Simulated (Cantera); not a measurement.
A perfectly stirred reactor is fed with H2 : O2 : N2 = 1 : 0.333 : 1.25 (molar parts), equivalence ratio 1.5, at 0.987 atm; it is adiabatic with a 400 K inlet, and is followed from long to short residence time, starting on the burning branch (τ in s: 0.12, 0.061, 0.031, 0.015, 0.0075, 0.0037, 0.0019, 0.00092, 0.00046, 0.00023, 0.00011, 5.6e-05).

Cantera simulation using the H2/O2 subset of GRI-Mech 3.0, which has no nitrogen chemistry; the numbers are that mechanism's predictions, not measurements.

**Question.** Predict: blow-out, bracketed by the residence times tried; x(H2) at τ = 0.120 s; x(O2) at τ = 0.120 s; x(HO2) at τ = 0.120 s; x(H2O2) at τ = 0.120 s; x(H2O) at τ = 0.120 s; x(H2) at τ = 1.90 ms; x(O2) at τ = 1.90 ms; x(HO2) at τ = 1.90 ms; x(H2O2) at τ = 1.90 ms; x(H2O) at τ = 1.90 ms.

**Answer.** 
```
Item                                                                               Value
------------------------------------------------  --------------------------------------
blow-out, bracketed by the residence times tried  burning at 56.0 µs, the shortest tried
x(H2) at τ = 0.120 s                                                               0.146
x(O2) at τ = 0.120 s                                                             4.64e-5
x(HO2) at τ = 0.120 s                                                            2.88e-8
x(H2O2) at τ = 0.120 s                                                           9.87e-9
x(H2O) at τ = 0.120 s                                                              0.293
x(H2) at τ = 1.90 ms                                                               0.140
x(O2) at τ = 1.90 ms                                                            0.000800
x(HO2) at τ = 1.90 ms                                                            5.79e-7
x(H2O2) at τ = 1.90 ms                                                           9.33e-8
x(H2O) at τ = 1.90 ms                                                              0.283
```
